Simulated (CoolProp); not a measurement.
Propylene along the isobar 0.93 MPa: density (kg/m³) from the reference equation and from simpler models built on Tc = 364.2 K, pc = 4.555 MPa, ω = 0.146; each cubic takes its own stable root.

Computed with CoolProp (reference Helmholtz-energy equation of state, Lemmon 2013).

| T (K) | phase | reference |
|---|---|---|
| 298.3 | gas | 18.57 |
| 337.8 | gas | 15.40 |
| 377.3 | gas | 13.35 |
| 416.9 | gas | 11.84 |
| 456.4 | gas | 10.68 |
| 495.9 | gas | 9.739 |
| 535.5 | gas | 8.960 |
| 575 | gas | 8.305 |

Question: How far does each simpler model (ideal gas, van der Waals, Redlich-Kwong, Soave-Redlich-Kwong, Peng-Robinson) lie from the reference over these 8 states: mean and median of the absolute difference, and the worst?

Answer: 
- ideal gas: mean 5.6 %, median 4.1 %, worst -15.0 % at 298.3 K and 0.93 MPa
- van der Waals: mean 1.1 %, median 0.4 %, worst -4.8 % at 298.3 K and 0.93 MPa
- Redlich-Kwong: mean 0.4 %, median 0.2 %, worst -1.6 % at 298.3 K and 0.93 MPa
- Soave-Redlich-Kwong: mean 0.2 %, median 0.2 %, worst -0.9 % at 298.3 K and 0.93 MPa
- Peng-Robinson: mean 0.4 %, median 0.4 %, worst +0.8 % at 337.8 K and 0.93 MPa
